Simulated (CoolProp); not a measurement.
Vapour-liquid equilibrium of methanol (1) + ethanol (2) at 271 K; x and y are mole fractions of (1).

Model: multi-fluid Helmholtz-energy mixture model, de Reuck 1993 and Schroeder 2014; pair parameters Bell 2016, in CoolProp.

| x | bubble pressure, mixture model (kPa) | bubble pressure, Raoult's law (kPa) | y, mixture model | y, Raoult's law |
|---|---|---|---|---|
| 0.05 | 1.491 | 1.483 | 0.124 | 0.119 |
| 0.15 | 1.710 | 1.699 | 0.314 | 0.312 |
| 0.25 | 1.918 | 1.916 | 0.457 | 0.462 |
| 0.35 | 2.123 | 2.132 | 0.573 | 0.581 |
| 0.45 | 2.327 | 2.348 | 0.669 | 0.678 |
| 0.55 | 2.536 | 2.564 | 0.752 | 0.759 |
| 0.65 | 2.750 | 2.781 | 0.823 | 0.827 |
| 0.75 | 2.970 | 2.997 | 0.884 | 0.885 |
| 0.85 | 3.195 | 3.213 | 0.937 | 0.936 |
| 0.95 | 3.423 | 3.429 | 0.981 | 0.980 |

The largest gap from Raoult's law is -1.1 % in bubble pressure, at x = 0.55. No azeotrope shows between x = 0.05 and 0.95.

Pair parameters are fitted to limited data, so mixtures are less certain than the pure fluids. The gap from Raoult's law changes sign with composition, which may be real or a fault of the pair parameters; it wasn't checked against measurements.
